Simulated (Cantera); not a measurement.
## Ignition delay

Mixture: CH4 : O2 : N2 = 1 : 1.43 : 5.37 (molar parts), equivalence ratio 1.4, at 4.40 bar, adiabatic and at constant pressure. Ignition delay is the time to a rise of 400 K.

Cantera simulation using GRI-Mech 3.0 (53 species, 325 reactions); the numbers are that mechanism's predictions, not measurements.

```tsv
T0 (K)	delay (ms)
1100	53.7
1150	26.6
1200	13.6
1250	7.20
1300	3.91
1350	2.18
1400	1.25
```

The apparent activation energy between 1300 and 1400 K is 170 kJ/mol.
